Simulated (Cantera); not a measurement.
An adiabatic, constant-pressure homogeneous reactor starts with CH4 : O2 : N2 = 1 : 6.45 : 24.3 (molar parts), equivalence ratio 0.31, at 1775 K and 1.30 bar.

Computed with Cantera and GRI-Mech 3.0 (53 species, 325 reactions).

One state of this run: T (K) = 2378; x CH4 = <1e-12; x O2 = 0.136; x CH3 = <1e-12; x C2H4 = <1e-12; x CH2 = <1e-12; x H2O = 0.0590; x N2O = 8.00e-7. x: mole fraction; the columns are a selection and need not sum to one.

**Question.** Which value of t (s) does it belong to?
A. 2.77e-5
B. 0.00714
C. 8.40e-5
D. 3.00e-6

**Answer.** B, 0.00714
